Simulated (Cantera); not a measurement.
A perfectly stirred reactor is fed with 0.826 % C2H6, 99.2 % N2, at 0.143 Torr; it is held at 1725 K, and followed from long to short residence time.

Model: GRI-Mech 3.0 (53 species, 325 reactions), integrated in Cantera. GRI-Mech 3.0 stops at C3 and has no aromatics, soot or wall deposition, so with more carbon than oxygen in the feed, carbon stays in small species such as C2H2 where larger ones or solid carbon would form. Radical loss at walls, strong at low pressure, is not modelled.

Task: Predict: x(C2H6) at τ = 20.0 s; x(HCN) at τ = 20.0 s; x(H) at τ = 20.0 s; x(CH2) at τ = 20.0 s; x(C2H) at τ = 20.0 s; x(C2H6) at τ = 0.170 s; x(HCN) at τ = 0.170 s; x(H) at τ = 0.170 s; x(CH2) at τ = 0.170 s; x(C2H) at τ = 0.170 s.

Result: 
* **x(C2H6) at τ = 20.0 s**: 1.11e-5
* **x(HCN) at τ = 20.0 s**: 0.000221
* **x(H) at τ = 20.0 s**: 0.000435
* **x(CH2) at τ = 20.0 s**: 6.41e-6
* **x(C2H) at τ = 20.0 s**: 1.38e-6
* **x(C2H6) at τ = 0.170 s**: 0.000967
* **x(HCN) at τ = 0.170 s**: 1.95e-5
* **x(H) at τ = 0.170 s**: 0.000725
* **x(CH2) at τ = 0.170 s**: 3.25e-5
* **x(C2H) at τ = 0.170 s**: 1.76e-6
